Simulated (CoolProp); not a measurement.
Model: reference Helmholtz-energy equation of state, Wu 2012, in CoolProp.

Question: For fluoroethane (R161), give the phase and the Z, Joule-Thomson coefficient (K/MPa) at 450 K and 50 bar.

Answer: 
- 450 K and 50 bar: gas; Z 0.795, Joule-Thomson coefficient 6.41
